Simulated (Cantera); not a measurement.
# Hydrocarbon pyrolysis for carbon deposition

An isothermal, constant-pressure homogeneous reactor starts with 1.18 % C2H6, 98.8 % H2, at 1698 K and 0.293 Torr.

Model: GRI-Mech 3.0 (53 species, 325 reactions), integrated in Cantera. GRI-Mech 3.0 stops at C3 and has no aromatics, soot or wall deposition, so with more carbon than oxygen in the feed, carbon stays in small species such as C2H2 where larger ones or solid carbon would form. Radical loss at walls, strong at low pressure, is not modelled.

```json
[
 {"t (s)": "2.00e-5", "x C2H6": "0.0117", "x H2": "0.988", "x CH4": "1.97e-7", "x C2H2": "<1e-12", "x CH2": "<1e-12", "x C2H4": "1.81e-10"},
 {"t (s)": "6.83e-5", "x C2H6": "0.0117", "x H2": "0.988", "x CH4": "2.27e-6", "x C2H2": "<1e-12", "x CH2": "2.51e-11", "x C2H4": "2.96e-9"},
 {"t (s)": "0.000233", "x C2H6": "0.0116", "x H2": "0.988", "x CH4": "2.54e-5", "x C2H2": "7.23e-12", "x CH2": "1.05e-9", "x C2H4": "1.16e-7"},
 {"t (s)": "0.000795", "x C2H6": "0.0111", "x H2": "0.987", "x CH4": "0.000261", "x C2H2": "2.17e-9", "x CH2": "4.46e-8", "x C2H4": "8.51e-6"},
 {"t (s)": "0.00271", "x C2H6": "0.00904", "x H2": "0.985", "x CH4": "0.00211", "x C2H2": "1.56e-6", "x CH2": "1.24e-6", "x C2H4": "0.000364"},
 {"t (s)": "0.00926", "x C2H6": "0.00209", "x H2": "0.976", "x CH4": "0.0111", "x C2H2": "0.000237", "x CH2": "8.79e-6", "x C2H4": "0.00215"},
 {"t (s)": "0.0316", "x C2H6": "2.12e-6", "x H2": "0.974", "x CH4": "0.0152", "x C2H2": "0.00192", "x CH2": "8.03e-6", "x C2H4": "0.00111"},
 {"t (s)": "0.108", "x C2H6": "1.02e-6", "x H2": "0.975", "x CH4": "0.0149", "x C2H2": "0.00320", "x CH2": "6.58e-6", "x C2H4": "0.000136"},
 {"t (s)": "0.368", "x C2H6": "8.05e-7", "x H2": "0.976", "x CH4": "0.0138", "x C2H2": "0.00395", "x CH2": "5.00e-6", "x C2H4": "6.58e-5"},
 {"t (s)": "1.26", "x C2H6": "4.87e-7", "x H2": "0.978", "x CH4": "0.0117", "x C2H2": "0.00523", "x CH2": "2.91e-6", "x C2H4": "3.83e-5"},
 {"t (s)": "4.29", "x C2H6": "2.21e-7", "x H2": "0.981", "x CH4": "0.00882", "x C2H2": "0.00688", "x CH2": "1.42e-6", "x C2H4": "1.72e-5"},
 {"t (s)": "14.6", "x C2H6": "7.56e-8", "x H2": "0.983", "x CH4": "0.00538", "x C2H2": "0.00870", "x CH2": "7.66e-7", "x C2H4": "6.13e-6"},
 {"t (s)": "50.0", "x C2H6": "1.32e-8", "x H2": "0.984", "x CH4": "0.00209", "x C2H2": "0.0104", "x CH2": "4.36e-7", "x C2H4": "1.37e-6"}
]
```
x: mole fraction; the columns are a selection and need not sum to one.

Equilibrium at this temperature and pressure: C2H6 <1e-12, H2 0.981, CH4 5.23e-6, C2H2 0.0114, CH2 6.05e-9, C2H4 2.15e-7 (gas phase only).
